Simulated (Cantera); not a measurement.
Input: 1 mol Ti(OiPr)₄, 2.2 mol H₂O, 0.45 mol NH₃, held at 210 Pa.

Equilibrium computed with Cantera from the NASA thermochemical tables; the gas is ideal and each condensed phase is pure. Candidate condensed phases: C, C₆H₆, C₇H₈, C₈H₁₈, H₂O, Ti, TiC, TiN, TiO, TiO₂, Ti₂O₃, Ti₃O₅, Ti₄O₇; 139 gas species. The feed counts by its element totals alone. TiC: taken at fixed stoichiometry. Rates play no part.

log p: log10 of the partial pressure in bar; n: condensed amount in mol.

```json
[
 {"T (K)": "1448", "log p H₂": "-2.82", "log p CO": "-3.25", "log p H": "-6.44", "log p N₂": "-4.69", "log p HCN": "-6.90", "log p C₂H₂ (acetylene)": "-8.14", "log p HNC": "-8.75", "n C(graphite)": "4.80", "n TiC(s)": "1.00"},
 {"T (K)": "1498", "log p H₂": "-2.82", "log p CO": "-3.25", "log p H": "-6.17", "log p N₂": "-4.70", "log p HCN": "-6.74", "log p C₂H₂ (acetylene)": "-7.87", "log p HNC": "-8.51", "n C(graphite)": "4.80", "n TiC(s)": "1.00"},
 {"T (K)": "1548", "log p H₂": "-2.82", "log p CO": "-3.25", "log p H": "___", "log p N₂": "-4.70", "log p HCN": "___", "log p C₂H₂ (acetylene)": "___", "log p HNC": "___", "n C(graphite)": "4.80", "n TiC(s)": "1.00"},
 {"T (K)": "1598", "log p H₂": "-2.82", "log p CO": "-3.25", "log p H": "-5.68", "log p N₂": "-4.70", "log p HCN": "-6.45", "log p C₂H₂ (acetylene)": "-7.39", "log p HNC": "-8.10", "n C(graphite)": "4.80", "n TiC(s)": "1.00"},
 {"T (K)": "1648", "log p H₂": "-2.82", "log p CO": "-3.25", "log p H": "-5.46", "log p N₂": "-4.70", "log p HCN": "-6.32", "log p C₂H₂ (acetylene)": "-7.17", "log p HNC": "-7.91", "n C(graphite)": "4.79", "n TiC(s)": "1.00"},
 {"T (K)": "1698", "log p H₂": "-2.82", "log p CO": "-3.25", "log p H": "-5.25", "log p N₂": "-4.70", "log p HCN": "-6.20", "log p C₂H₂ (acetylene)": "-6.96", "log p HNC": "-7.73", "n C(graphite)": "4.79", "n TiC(s)": "1.00"},
 {"T (K)": "1748", "log p H₂": "-2.82", "log p CO": "-3.25", "log p H": "-5.05", "log p N₂": "-4.70", "log p HCN": "-6.09", "log p C₂H₂ (acetylene)": "-6.77", "log p HNC": "-7.56", "n C(graphite)": "4.79", "n TiC(s)": "1.00"},
 {"T (K)": "1798", "log p H₂": "-2.82", "log p CO": "-3.25", "log p H": "-4.86", "log p N₂": "-4.71", "log p HCN": "-5.98", "log p C₂H₂ (acetylene)": "-6.58", "log p HNC": "-7.40", "n C(graphite)": "4.78", "n TiC(s)": "1.00"},
 {"T (K)": "1848", "log p H₂": "-2.82", "log p CO": "-3.25", "log p H": "-4.69", "log p N₂": "-4.71", "log p HCN": "-5.88", "log p C₂H₂ (acetylene)": "-6.41", "log p HNC": "-7.25", "n C(graphite)": "4.78", "n TiC(s)": "1.00"},
 {"T (K)": "1898", "log p H₂": "-2.83", "log p CO": "-3.26", "log p H": "___", "log p N₂": "-4.71", "log p HCN": "___", "log p C₂H₂ (acetylene)": "___", "log p HNC": "___", "n C(graphite)": "4.77", "n TiC(s)": "1.000"},
 {"T (K)": "1948", "log p H₂": "-2.83", "log p CO": "-3.26", "log p H": "-4.36", "log p N₂": "-4.72", "log p HCN": "-5.70", "log p C₂H₂ (acetylene)": "-6.10", "log p HNC": "-6.99", "n C(graphite)": "4.76", "n TiC(s)": "1.000"},
 {"T (K)": "1998", "log p H₂": "-2.83", "log p CO": "-3.26", "log p H": "-4.21", "log p N₂": "-4.73", "log p HCN": "-5.62", "log p C₂H₂ (acetylene)": "-5.95", "log p HNC": "-6.86", "n C(graphite)": "4.75", "n TiC(s)": "1.000"}
]
```

Problem. Some entries are withheld; supply them.

Solution. 
- 1898, log p H: -4.52
- 1898, log p HCN: -5.79
- 1898, log p C₂H₂ (acetylene): -6.25
- 1898, log p HNC: -7.12
- 1548, log p H: -5.92
- 1548, log p HCN: -6.59
- 1548, log p C₂H₂ (acetylene): -7.62
- 1548, log p HNC: -8.30
